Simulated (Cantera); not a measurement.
A Cantera script and what it prints.

```python
import numpy as np
import cantera as ct

gas_names = """
    N NO NO2 NO3 N2 N2O O O2 O3 Si SiN SiO SiO2 Si2 Si2N Si3
""".split()
cond_names = """
    Si(cr) Si(L) SiO2(Lqz) SiO2(hqz) SiO2(L) Si2N2O(s) Si3N4(a)
""".split()


# ... load() reads the species with a 1 bar reference pressure and builds the phases ...
atoms = {
    'Si': {'Si': 1},
    'N2O': {'N': 2, 'O': 1},
    'N2': {'N': 2},
    'O2': {'O': 2},
}
top_T = {'Si2N2O(s)': 2100, 'Si3N4(a)': 2400}  # K; cautious upper limits of use, not melting points


# ... equilibrate(T, P, feed) seeds the gas with the atoms and calls Mixture.equilibrate('TP', solver="vcs", rtol=1e-11, max_steps=5000) ...
results = []
feed = {'Si': 1, 'N2O': 0.011, 'N2': 21, 'O2': 0.21}  # mol
P = 1333.22  # Pa
for T in [1548, 1573, 1598, 1623, 1648, 1673, 1698, 1723, 1748, 1773, 1798, 1823, 1848, 1873]:
    mix = equilibrate(T, P, feed)
    results.append((T, P, feed, dict(zip(mix.species_names, mix.species_moles))))
    x = sorted(zip(gas.X, gas.species_names), reverse=True)
    print(f"T = {T:g} K  P = {P:g} Pa  gas = {mix.phase_moles(0):.4g} mol")
    print("   x: " + "  ".join(f"{s} {v:.3e}" for v, s in x if v > 1e-05))
    print("   condensed (mol): " + ("  ".join(f"{mix.phase(i).name} {mix.phase_moles(i):.4g}"
          for i in range(1, mix.n_phases) if mix.phase_moles(i) > 1e-12) or "none"))
```

Result:

```
T = 1548 K  P = 1333.22 Pa  gas = 20.49 mol
   x: N2 1.000e+00  SiO 4.159e-05
   condensed (mol): Si2N2O(s) 0.4301  Si3N4(a) 0.04628
T = 1573 K  P = 1333.22 Pa  gas = 20.49 mol
   x: N2 9.999e-01  SiO 8.473e-05
   condensed (mol): Si2N2O(s) 0.4293  Si3N4(a) 0.04658
T = 1598 K  P = 1333.22 Pa  gas = 20.49 mol
   x: N2 9.998e-01  SiO 1.687e-04
   condensed (mol): Si2N2O(s) 0.4275  Si3N4(a) 0.04715
T = 1623 K  P = 1333.22 Pa  gas = 20.5 mol
   x: N2 9.997e-01  SiO 3.287e-04
   condensed (mol): Si2N2O(s) 0.4243  Si3N4(a) 0.04824
T = 1648 K  P = 1333.22 Pa  gas = 20.51 mol
   x: N2 9.994e-01  SiO 6.273e-04
   condensed (mol): Si2N2O(s) 0.4181  Si3N4(a) 0.05027
T = 1673 K  P = 1333.22 Pa  gas = 20.52 mol
   x: N2 9.988e-01  SiO 1.174e-03
   condensed (mol): Si2N2O(s) 0.4069  Si3N4(a) 0.05398
T = 1698 K  P = 1333.22 Pa  gas = 20.55 mol
   x: N2 9.978e-01  SiO 2.155e-03  Si 1.151e-05
   condensed (mol): Si2N2O(s) 0.3867  Si3N4(a) 0.06067
T = 1723 K  P = 1333.22 Pa  gas = 20.6 mol
   x: N2 9.961e-01  SiO 3.886e-03  Si 2.335e-05
   condensed (mol): Si2N2O(s) 0.351  Si3N4(a) 0.07249
T = 1748 K  P = 1333.22 Pa  gas = 20.68 mol
   x: N2 9.931e-01  SiO 6.890e-03  Si 4.643e-05
   condensed (mol): Si2N2O(s) 0.2885  Si3N4(a) 0.09313
T = 1773 K  P = 1333.22 Pa  gas = 20.83 mol
   x: N2 9.879e-01  SiO 1.202e-02  Si 9.065e-05
   condensed (mol): Si2N2O(s) 0.1806  Si3N4(a) 0.1287
T = 1798 K  P = 1333.22 Pa  gas = 21.07 mol
   x: N2 9.793e-01  SiO 2.046e-02  Si 1.741e-04  Si2N 1.075e-05
   condensed (mol): Si3N4(a) 0.1882
T = 1823 K  P = 1333.22 Pa  gas = 21.08 mol
   x: N2 9.792e-01  SiO 2.045e-02  Si 3.264e-04  Si2N 2.385e-05  SiN 1.544e-05
   condensed (mol): Si3N4(a) 0.1869
T = 1848 K  P = 1333.22 Pa  gas = 21.45 mol
   x: N2 9.794e-01  SiO 2.009e-02  Si 4.705e-04  Si2N 3.166e-05  SiN 2.074e-05
   condensed (mol): Si(L) 0.5569
T = 1873 K  P = 1333.22 Pa  gas = 21.46 mol
   x: N2 9.792e-01  SiO 2.009e-02  Si 6.614e-04  Si2N 4.046e-05  SiN 2.720e-05
   condensed (mol): Si(L) 0.5522
```

Equilibrium computed with Cantera from the NASA thermochemical tables; the gas is ideal and each condensed phase is pure. Mutual solubility and eutectic melting of coexisting phases are not modelled. The tables' values for SiN are old estimates; treat these amounts as uncertain.
